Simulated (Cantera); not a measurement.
A perfectly stirred reactor is fed with CH4 : H2O = 1 : 4.5 (molar parts), at 3750 Torr; it is held at 1550 K, and followed from long to short residence time.

Computed with Cantera and GRI-Mech 3.0 (53 species, 325 reactions).

**Question.** Predict: x(CH4) at τ = 0.620 s; x(H2O) at τ = 0.620 s; x(HCO) at τ = 0.620 s; x(H2) at τ = 0.620 s; x(CO) at τ = 0.620 s; x(CH4) at τ = 72.0 ms; x(H2O) at τ = 72.0 ms; x(H2) at τ = 72.0 ms; x(CO) at τ = 72.0 ms.

**Answer.** 
```json
{
  "x(CH4) at τ = 0.620 s": "0.0656",
  "x(H2O) at τ = 0.620 s": "0.648",
  "x(HCO) at τ = 0.620 s": "1.08e-9",
  "x(H2) at τ = 0.620 s": "0.218",
  "x(CO) at τ = 0.620 s": "0.0225",
  "x(CH4) at τ = 72.0 ms": "0.108",
  "x(H2O) at τ = 72.0 ms": "0.751",
  "x(H2) at τ = 72.0 ms": "0.106",
  "x(CO) at τ = 72.0 ms": "0.00515"
}
```
